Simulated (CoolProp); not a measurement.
Vapour-liquid equilibrium of acetone (1) + p-xylene (2) at 0.164 MPa; x and y are mole fractions of (1).

Model: multi-fluid Helmholtz-energy mixture model, Lemmon 2006 and Zhou 2012; pair parameters Bell 2016, in CoolProp.

**Question.** Give the bubble temperature and the first vapour's composition at x = 0.15, 0.45, 0.95. Is there an azeotrope?

**Answer.** x = 0.15: 115.8 °C, y = 0.702; x = 0.45: 89.8 °C, y = 0.904; x = 0.95: 72.4 °C, y = 0.993. No azeotrope shows between x = 0.05 and 0.95.

Pair parameters are fitted to limited data, so mixtures are less certain than the pure fluids.
